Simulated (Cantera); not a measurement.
# Diamond growth

A diamond (100) surface in a fixed gas of H2 with x(CH4) = 0.026, x(H) = 0.0015, x(CH3) = 0.00018, at 1200 K; coverages are run to steady state.

Model: the Harris–Goodwin 1993 mechanism for the reconstructed diamond (100) surface, integrated in Cantera.

```csv
P (Pa),growth (µm/h),θ c6HH,θ c6H*,θ c6*H,θ c6**,θ c6HM
300,0.0331,0.455,0.0376,0.482,0.0247,0.000185
520,0.0640,0.454,0.0376,0.482,0.0247,0.000323
880,0.122,0.454,0.0376,0.481,0.0246,0.000547
1500,0.244,0.454,0.0376,0.481,0.0246,0.000924
2500,0.494,0.454,0.0375,0.481,0.0246,0.00151
4300,1.10,0.453,0.0375,0.480,0.0245,0.00250
7300,2.51,0.452,0.0374,0.478,0.0245,0.00399
12000,5.52,0.451,0.0373,0.477,0.0244,0.00600
```
θ: site fractions in the mechanism's names (c6HH fully hydrogenated, c6H* and c6*H radical sites, c6** diradical, c6HM methylated).
